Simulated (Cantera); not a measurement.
Charge: 1 mol MgO, 2.2 mol O2, 0.32 mol SO2, equilibrated at 1548.15 K and 7280 Torr.

These are equilibrium values from Cantera (NASA tables, ideal gas, pure condensed phases), not measurements of a reactor. Candidate condensed phases: Mg, MgO, MgS, MgSO4, S; 14 gas species. Rates play no part.

Base state: O2 0.872, SO2 0.118, SO3 0.0101 (mole fractions); condensed: MgO(s).

Task: What changes in the equilibrium state with this change: temperature from 1548.15 K to 1123.15 K?

Result: 
```csv
species,before,after
O2,0.872,1.000
SO3,0.0101,2.00e-5
SO2,0.118,1.29e-5
"MgO(s), mol",1.00,0.680
"MgSO4(s), mol",0,0.320
```
Mutual solubility and eutectic melting of coexisting phases are not modelled.
